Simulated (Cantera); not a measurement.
Feed: 1 mol SiCl4, 0.22 mol NH3, equilibrated at 725 K and 13.3 mbar.

Equilibrium computed with Cantera from the NASA thermochemical tables; the gas is ideal and each condensed phase is pure. Candidate condensed phases: NH4Cl, Si, Si3N4; 28 gas species. Rates play no part.

Base state: SiCl4 0.625, HCl 0.224, H2 0.113, N2 0.0376, SiHCl3 9.70e-5 (mole fractions); condensed: Si3N4(s).

Problem. What changes in the equilibrium state with this change: temperature from 725 K to 1150 K?

Solution. 
```csv
species,before,after
SiCl4,0.625,0.591
HCl,0.224,0.292
H2,0.113,0.0751
N2,0.0376,0.0281
SiCl2,<1e-9,0.00152
SiCl3,3.26e-7,0.00906
SiHCl3,9.70e-5,0.00309
"Si3N4(s), mol",0.0274,0.0342
```
The tables' values for SiCl3 are old estimates; treat these amounts as uncertain.
